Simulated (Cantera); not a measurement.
**SiCl₄ + HCl + H₂ (chlorosilane synthesis and conversion)**

Feed: 1 mol SiCl₄, 2.3 mol HCl, 9.1 mol H₂, equilibrated at 1 atm.

Equilibrium computed with Cantera from the NASA thermochemical tables; the gas is ideal and each condensed phase is pure. Candidate condensed phases: Si; 19 gas species. The tables' values for SiCl₃ are old estimates; treat these amounts as uncertain. Equilibrium is a limit: real reactors are often held back by kinetics, nucleation or transport.

| T (K) | x H₂ | x HCl | x SiCl₄ | x SiHCl₃ | x SiCl₃ | x SiCl₂ | x SiH₂Cl₂ | x SiH₃Cl |
|---|---|---|---|---|---|---|---|---|
| 925 | 0.733 | 0.187 | 0.0795 | 0.00113 | 8.06e-6 | 3.25e-8 | 1.59e-6 | 5.50e-10 |
| 975 | 0.732 | 0.187 | 0.0789 | 0.00176 | 2.56e-5 | 2.35e-7 | 4.12e-6 | 2.44e-9 |
| 1025 | 0.731 | 0.188 | 0.0780 | 0.00260 | 7.20e-5 | 1.39e-6 | 9.65e-6 | 9.22e-9 |
| 1075 | 0.730 | 0.189 | 0.0768 | 0.00368 | 0.000182 | 6.85e-6 | 2.06e-5 | 3.03e-8 |
| 1125 | 0.728 | 0.191 | 0.0752 | 0.00498 | 0.000420 | 2.88e-5 | 4.05e-5 | 8.80e-8 |
| 1175 | 0.726 | 0.193 | 0.0731 | 0.00648 | 0.000887 | 0.000105 | 7.37e-5 | 2.28e-7 |
| 1225 | 0.723 | 0.196 | 0.0703 | 0.00809 | 0.00173 | 0.000337 | 0.000124 | 5.27e-7 |
| 1275 | 0.719 | 0.200 | 0.0665 | 0.00966 | 0.00311 | 0.000947 | 0.000194 | 1.09e-6 |
| 1325 | 0.714 | 0.206 | 0.0616 | 0.0109 | 0.00515 | 0.00234 | 0.000278 | 2.00e-6 |
x: gas mole fraction; nothing condenses.

From 925 K to 1325 K nothing is condensed. The main Si-bearing gas is SiCl₄ throughout.
